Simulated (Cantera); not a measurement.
Feed: 1 mol SiH4, 0.65 mol N2, 0.37 mol H2, held at 0.248 Torr.

Method: chemical equilibrium by Gibbs-energy minimisation in Cantera with the NASA 1993 tables (ideal gas, pure condensed phases). Candidate condensed phases: Si, Si3N4; 18 gas species. The tables' values for SiN are old estimates; treat these amounts as uncertain. Gases not in the tables: Si2H6 and higher silanes. Equilibrium is a limit: real reactors are often held back by kinetics, nucleation or transport.

Task: At 1773 K, list the 4 most abundant gas species with their mole fractions, and the condensed phases.

Result: H2 0.767, N2 0.212, H 0.0137, Si 0.00646. Condensed: Si(l).
